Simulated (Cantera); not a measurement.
Charge: 1 mol Na2CO3, 1.3 mol H2, 0.013 mol CO2, held at 1.90 mbar.

Cantera equilibrium calculation (NASA polynomials, part measured and part estimated; ideal gas, pure solids and liquids). Candidate condensed phases: C, C6H6, C7H8, C8H18, H2O, Na, NaOH, NaO2, Na2CO3, Na2O, Na2O2; 117 gas species. The numbers say what is thermodynamically allowed, not how fast it happens. All values below are at 950 K.

Base state: H2 0.956, H2O 0.0191, CO 0.0142, Na 0.00983, CO2 0.000508, NaOH 0.000125 (mole fractions); condensed: Na2CO3(s).

**Question.** What changes in the equilibrium state with this change: CO2 from 0.013 to 0.065 mol?

**Answer.** 
```csv
species,before,after
H2,0.956,0.904
H2O,0.0191,0.0456
CO,0.0142,0.0446
Na,0.00983,0.00220
CO2,0.000508,0.00403
NaOH,0.000125,6.84e-5
"Na2CO3(s), mol",0.993,0.998
```
